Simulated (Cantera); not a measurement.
**Thermodynamics of thermal oxidation and active oxidation of silicon, feed Si + H2O + H2**

Input: 1 mol Si, 0.0031 mol H2O, 390 mol H2, held at 0.690 Torr.

Equilibrium computed with Cantera from the NASA thermochemical tables; the gas is ideal and each condensed phase is pure. Candidate condensed phases: H2O, Si, SiO2; 18 gas species. Mutual solubility and eutectic melting of coexisting phases are not modelled. Gases not in the tables: Si2H6 and higher silanes. Equilibrium is a limit: real reactors are often held back by kinetics, nucleation or transport.

```csv
T (K),x H2,x H,x Si,x SiH,x SiH2,n Si(s),n SiO2(β-quartz),n Si(l)
923,1.00,8.06e-9,<1e-12,<1e-12,8.30e-12,0.998,0.00155,0
1023,1.000,1.36e-7,<1e-12,1.11e-12,1.80e-10,0.998,0.00127,0
1123,1.000,1.40e-6,6.99e-11,5.39e-11,2.26e-9,0.997,0,0
1223,1.000,9.91e-6,3.50e-9,1.38e-9,1.87e-8,0.997,0,0
1323,1.000,5.23e-5,9.64e-8,2.14e-8,1.13e-7,0.997,0,0
1423,1.000,0.000219,1.66e-6,2.26e-7,5.26e-7,0.996,0,0
1523,0.999,0.000762,1.96e-5,1.74e-6,2.00e-6,0.988,0,0
1623,0.998,0.00228,0.000170,1.03e-5,6.45e-6,0.923,0,0
1723,0.993,0.00599,0.00107,4.65e-5,1.69e-5,0,0,0.548
1823,0.983,0.0142,0.00242,7.77e-5,1.74e-5,0,0,0
1923,0.967,0.0305,0.00244,5.95e-5,8.60e-6,0,0,0
2023,0.937,0.0606,0.00242,4.57e-5,4.43e-6,0,0,0
2123,0.886,0.111,0.00237,3.50e-5,2.33e-6,0,0,0
```
x: gas mole fraction; n: condensed amount in mol.

From 923 K to 1023 K the condensed part is Si(s) + SiO2(β-quartz). From 1123 K to 1623 K the condensed part is Si(s). At 1723 K the condensed part is Si(l). From 1823 K to 2123 K nothing is condensed. The main Si-bearing gas is SiO at 923 K and Si at 2123 K.
